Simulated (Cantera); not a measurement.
An isothermal, constant-pressure homogeneous reactor starts with CH4 : H2 : O2 = 0.026 : 1 : 0.0011 (molar parts), equivalence ratio 500, at 2675 K and 13000 Pa.

Model: GRI-Mech 3.0 (53 species, 325 reactions), integrated in Cantera. GRI-Mech 3.0 stops at C3 and has no aromatics, soot or wall deposition, so with more carbon than oxygen in the feed, carbon stays in small species such as C2H2 where larger ones or solid carbon would form.

x: mole fraction; the columns are a selection and need not sum to one.

| t (s) | x CH4 | x H2 | x O2 | x CO2 | x OH |
|---|---|---|---|---|---|
| 1.00e-5 | 0.0227 | 0.968 | 0.000961 | 1.68e-7 | ___ |
| 3.88e-5 | 0.0169 | 0.954 | 0.000259 | 2.97e-6 | ___ |
| 0.000151 | 0.00510 | 0.940 | 1.38e-9 | 3.34e-7 | ___ |
| 0.000584 | 0.000523 | 0.928 | 5.43e-10 | 1.22e-7 | ___ |
| 0.00227 | 0.000103 | 0.907 | 8.70e-11 | 1.08e-7 | ___ |
| 0.00879 | 1.14e-5 | 0.871 | <1e-12 | 1.43e-11 | ___ |
| 0.0341 | 8.09e-6 | 0.854 | <1e-12 | 1.57e-12 | 1.78e-10 |
| 0.132 | 8.06e-6 | 0.854 | <1e-12 | 1.56e-12 | 1.77e-10 |
| 0.514 | 8.06e-6 | 0.854 | <1e-12 | 1.56e-12 | 1.77e-10 |
| 1.99 | 8.06e-6 | 0.854 | <1e-12 | 1.56e-12 | 1.77e-10 |
| 7.73 | 8.06e-6 | 0.854 | <1e-12 | 1.56e-12 | 1.77e-10 |
| 30.0 | 8.06e-6 | 0.854 | <1e-12 | 1.56e-12 | 1.77e-10 |

Question: Fill in the missing entries.

Answer: 
- 1.00e-5, x OH: 4.03e-6
- 3.88e-5, x OH: 1.17e-5
- 0.000151, x OH: 2.06e-5
- 0.000584, x OH: 2.28e-5
- 0.00227, x OH: 8.96e-6
- 0.00879, x OH: 1.37e-9
